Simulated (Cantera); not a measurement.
Source: NASA polynomial tables (part measured, part estimated), evaluated in Cantera. Values are per mole of reaction as written; species without (g) are pure solids or liquids, kept so even where they would boil at 1 bar.

Question: Between 300 and 1873 K, where is each reaction favourable under standard conditions?
- O3(g) + 3 CaCl2 → 3 CaO + 3 Cl2(g)

Answer: 
- O3(g) + 3 CaCl2 → 3 CaO + 3 Cl2(g): ΔG° is 271 kJ at 300 K and 41 kJ at 1873 K; it stays positive (K < 1). ΔH° is 163 kJ and ΔS° 65 J/K at 1873 K.
